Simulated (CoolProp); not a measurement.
Octamethylcyclotetrasiloxane (D4) along the isobar 18.2 bar: density (kg/m³) from the reference equation and from simpler models built on Tc = 586.5 K, pc = 13.47 bar, ω = 0.598; each cubic takes its own stable root.

Computed with CoolProp (reference Helmholtz-energy equation of state, Thol 2015).

| T (K) | phase | reference | Redlich-Kwong | Soave-Redlich-Kwong | Peng-Robinson |
|---|---|---|---|---|---|
| 516.1 | liquid | ___ | 559.1 | 605.6 | 683.7 |
| 524.1 | liquid | 661.1 | 545.7 | 590.0 | 665.7 |
| 532.1 | liquid | 646.4 | 531.8 | 573.2 | 646.4 |
| 540 | liquid | 631.0 | ___ | 555.5 | 625.9 |
| 548 | liquid | 614.3 | 501.7 | ___ | 603.3 |
| 556 | liquid | 596.0 | 485.1 | 515.0 | 578.6 |
| 564 | liquid | 575.8 | 467.3 | 491.7 | 551.2 |
| 572 | liquid | 552.9 | 448.0 | ___ | 520.4 |
| 580 | liquid | 525.7 | 426.8 | 435.8 | 485.1 |
| 588 | supercritical | 491.5 | 403.1 | 400.7 | 443.3 |
| 596 | supercritical | 443.1 | 376.0 | 357.3 | 391.5 |
| 604 | supercritical | 363.7 | 344.0 | 302.3 | 326.4 |
| 612 | supercritical | 276.2 | 305.9 | 245.3 | 261.9 |
| 620 | supercritical | 225.6 | 264.1 | 207.8 | 220.9 |

Task: Complete the blanks.

Result: 
- 516.1, reference: 675.1
- 540, Redlich-Kwong: 517.2
- 548, Soave-Redlich-Kwong: 536.1
- 572, Soave-Redlich-Kwong: 465.6
